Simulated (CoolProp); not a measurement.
C3F8 (R218) along the isotherm 389 K: Z from the reference equation and from simpler models built on Tc = 345.0 K, pc = 2640 kPa, ω = 0.317; each cubic takes its own stable root.

Computed with CoolProp (reference Helmholtz-energy equation of state, Lemmon 2006). It is a short technical equation, of lower accuracy than the large ones.

| p (kPa) | phase | reference |
|---|---|---|
| 264 | gas | 0.9784 |
| 528 | gas | 0.9561 |
| 792 | gas | 0.9331 |
| 1060 | gas | 0.9088 |
| 1320 | gas | 0.8844 |
| 1580 | gas | 0.8591 |
| 1850 | gas | 0.8319 |
| 2110 | gas | 0.8046 |
| 2380 | gas | 0.7753 |
| 2640 | gas | 0.7462 |
| 2900 | supercritical | 0.7163 |
| 3170 | supercritical | 0.6847 |
| 3430 | supercritical | 0.6541 |
| 3700 | supercritical | 0.6226 |
| 3960 | supercritical | 0.5933 |

Question: How far does each simpler model (Redlich-Kwong, Peng-Robinson) lie from the reference over these 15 states: mean and median of the absolute difference, and the worst?

Answer: 
- Redlich-Kwong: mean 2.8 %, median 2.3 %, worst -7.0 % at 389 K and 3960 kPa
- Peng-Robinson: mean 1.6 %, median 1.8 %, worst -2.4 % at 389 K and 2380 kPa
